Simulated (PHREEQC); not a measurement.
KBr is added in steps, without added water, to 1 kg of water holding 0.0002 mol PbCl2, 0.0013 mol NaNO3 and 4e-05 mol Zn(NO3)2, at 25 °C. Oxygen alone is held at its pressure in air (log pO2 = -0.68). No CO2 enters from the air. The run lets Zn(OH)2-a, Zn5(OH)8Cl2, Pb(OH)2, Cotunnite, Laurionite, PbBr2, Halite precipitate or redissolve, and no other solid.

Base run: PHREEQC, ion-association model, wateq4f.dat. Each further column changes one thing. The table gives PbBr+ (mol/kgw).

```
KBr added (mol)     base  9.2e-05 mol/kgw NaCl added  Zn(NO3)2 from 4e-05 to 4.4e-05 mol/kgw  diluted 100-fold with water  no solid may form
---------------  -------  --------------------------  --------------------------------------  ---------------------------  -----------------
0                      0                           0                                       0                            0                  0
0.00014          1.27e-6                     1.26e-6                                 1.27e-6                      1.42e-8            1.27e-6
0.000245         2.21e-6                     2.19e-6                                 2.21e-6                      2.43e-8            2.21e-6
0.000385         3.43e-6                     3.41e-6                                 3.43e-6                      3.73e-8            3.43e-6
0.000525         4.62e-6                     4.59e-6                                 4.62e-6                            ?            4.62e-6
0.00063          5.50e-6                     5.46e-6                                 5.49e-6                      5.89e-8            5.50e-6
0.00077          6.65e-6                     6.61e-6                                 6.64e-6                            ?            6.65e-6
0.000875         7.49e-6                     7.45e-6                                 7.49e-6                      7.95e-8            7.49e-6
0.001015         8.60e-6                     8.55e-6                                 8.59e-6                      9.07e-8            8.60e-6
0.001155         9.68e-6                     9.62e-6                                 9.67e-6                      1.02e-7            9.68e-6
0.00126          1.05e-5                     1.04e-5                                 1.05e-5                            ?            1.05e-5
0.0014           1.15e-5                     1.15e-5                                 1.15e-5                      1.20e-7            1.15e-5
```

Complete the blanks.


- 0.000525, diluted 100-fold with water: 4.98e-8
- 0.00077, diluted 100-fold with water: 7.08e-8
- 0.00126, diluted 100-fold with water: 1.10e-7
